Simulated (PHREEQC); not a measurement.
Make-up at 20 °C: 170 mmol/kgw Cu(NO3)2 and 160 mmol/kgw HCl. Closed to the air; pH follows from the charge balance.

Computed with PHREEQC (ion-association model, wateq4f.dat).

Each row changes one thing in this solution. No solid was allowed to form.

```tsv
case	pH	ionic strength (mol/kgw)	Cu+2 (mol/kgw)	CuOH+ (mol/kgw)	SI of Tenorite (CuO)	SI of Cu(OH)2 (Cu(OH)2)
as made	0.92	0.646	0.158	4.76e-9	-7.41	-8.44
Cu(NO3)2 from 0.17 to 0.085 mol/kgw	0.91	0.401	0.0781	2.52e-9	-7.68	-8.70
temperature from 20 to 55 °C	0.92	0.595	0.133	3.88e-9	-6.29	-7.32
HCl from 0.16 to 0.24 mol/kgw	0.74	0.716	0.153	3.02e-9	-7.79	-8.82
HCl from 0.16 to 0.032 mol/kgw	1.61	0.537	0.168	2.59e-8	-5.97	-7.00
HCl left out	4.18	0.510	0.170	9.92e-6	-0.82	-1.84
Cu(NO3)2 from 0.17 to 0.34 mol/kgw	0.93	1.14	0.321	8.92e-9	-7.16	-8.19
HCl from 0.16 to 0.32 mol/kgw	0.62	0.786	0.149	2.17e-9	-8.06	-9.09
diluted 2-fold with water	1.21	0.328	0.0813	5.40e-9	-7.04	-8.06
```

The ionic strength passes 0.7 mol/kgw, the rough limit of the ion-association models, in HCl from 0.16 to 0.24 mol/kgw; Cu(NO3)2 from 0.17 to 0.34 mol/kgw; HCl from 0.16 to 0.32 mol/kgw. Complexes and solids missing from the database can't appear. Constants without temperature data keep their 25 °C values here.
